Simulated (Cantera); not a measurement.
Input: 1 mol Si, 0.016 mol CO₂, 100 mol N₂, equilibrated at 1.00 bar.

Equilibrium computed with Cantera from the NASA thermochemical tables; the gas is ideal and each condensed phase is pure. Candidate condensed phases: C, Si, SiC, SiO₂, Si₂N₂O, Si₃N₄; 34 gas species. Mutual solubility and eutectic melting of coexisting phases are not modelled. The numbers say what is thermodynamically allowed, not how fast it happens.

Which condensed phases are stable at each of these points (T (°C)): 1227, 1277, 1327, 1377, 1427, 1477, 1527, 1577, 1627, 1677, 1727, 1777, 1827?


```json
[
 {"T (°C)": "1227", "condensed phases": "C(graphite) + Si₂N₂O(s) + Si₃N₄(s)", "Si condensed (%)": "100.0"},
 {"T (°C)": "1277", "condensed phases": "Si₂N₂O(s) + Si₃N₄(s)", "Si condensed (%)": "100.0"},
 {"T (°C)": "1327", "condensed phases": "Si₂N₂O(s) + Si₃N₄(s)", "Si condensed (%)": "100.0"},
 {"T (°C)": "1377", "condensed phases": "Si₂N₂O(s) + Si₃N₄(s)", "Si condensed (%)": "100.0"},
 {"T (°C)": "1427", "condensed phases": "Si₂N₂O(s) + Si₃N₄(s)", "Si condensed (%)": "99.9"},
 {"T (°C)": "1477", "condensed phases": "Si₂N₂O(s) + Si₃N₄(s)", "Si condensed (%)": "99.8"},
 {"T (°C)": "1527", "condensed phases": "Si₂N₂O(s) + Si₃N₄(s)", "Si condensed (%)": "99.3"},
 {"T (°C)": "1577", "condensed phases": "Si₃N₄(s)", "Si condensed (%)": "98.4"},
 {"T (°C)": "1627", "condensed phases": "Si₃N₄(s)", "Si condensed (%)": "98.4"},
 {"T (°C)": "1677", "condensed phases": "Si₃N₄(s)", "Si condensed (%)": "98.3"},
 {"T (°C)": "1727", "condensed phases": "Si₃N₄(s)", "Si condensed (%)": "98.2"},
 {"T (°C)": "1777", "condensed phases": "Si₃N₄(s)", "Si condensed (%)": "97.8"},
 {"T (°C)": "1827", "condensed phases": "Si₃N₄(s)", "Si condensed (%)": "96.9"}
]
```

At 1227 °C the condensed part is C(graphite) + Si₂N₂O(s) + Si₃N₄(s). From 1277 °C to 1527 °C the condensed part is Si₂N₂O(s) + Si₃N₄(s). From 1577 °C to 1827 °C the condensed part is Si₃N₄(s).
